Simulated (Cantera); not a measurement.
Mixture: CH₄ : O₂ : N₂ = 1 : 1.33 : 5.01 (molar parts), at 18.0 bar, adiabatic and at constant volume. Ignition delay is the time to a rise of 400 K.

Model: GRI-Mech 3.0 (53 species, 325 reactions), integrated in Cantera. The pressure lies above the range GRI-Mech 3.0 was tuned for (to about 10 atm).

Task: Predict: delay at 1023 K; delay at 1098 K; delay at 1173 K; delay at 1248 K; delay at 1323 K; delay at 1398 K; delay at 1473 K; apparent activation energy between 1323 and 1473 K.

Result: 
- delay at 1023 K: 33.4 ms
- delay at 1098 K: 10.6 ms
- delay at 1173 K: 3.93 ms
- delay at 1248 K: 1.60 ms
- delay at 1323 K: 0.701 ms
- delay at 1398 K: 0.323 ms
- delay at 1473 K: 0.155 ms
- apparent activation energy between 1323 and 1473 K: 160 kJ/mol
